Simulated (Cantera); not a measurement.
Standard-state values (1 bar) from the NASA 1993 polynomials, evaluated with Cantera. Values are per mole of reaction as written; species without (g) are pure solids or liquids, kept so even where they would boil at 1 bar.

Task: Between 300 and 1800 K, where is each reaction favourable under standard conditions?
- Pb + Cl2(g) ⇌ PbCl2(g)
- 0.6667 B + Cl2(g) ⇌ 0.6667 BCl3(g)
- Ca + Cl2(g) ⇌ CaCl2

Result: 
- Pb + Cl2(g) ⇌ PbCl2(g): ΔG° is -183 kJ at 300 K and -204 kJ at 1800 K; it stays negative (K > 1). ΔH° is -191 kJ and ΔS° 7 J/K at 1800 K.
- 0.6667 B + Cl2(g) ⇌ 0.6667 BCl3(g): ΔG° is -259 kJ at 300 K and -208 kJ at 1800 K; it stays negative (K > 1). ΔH° is -270 kJ and ΔS° -35 J/K at 1800 K.
- Ca + Cl2(g) ⇌ CaCl2: ΔG° is -748 kJ at 300 K and -546 kJ at 1800 K; it stays negative (K > 1). ΔH° is -746 kJ and ΔS° -112 J/K at 1800 K.
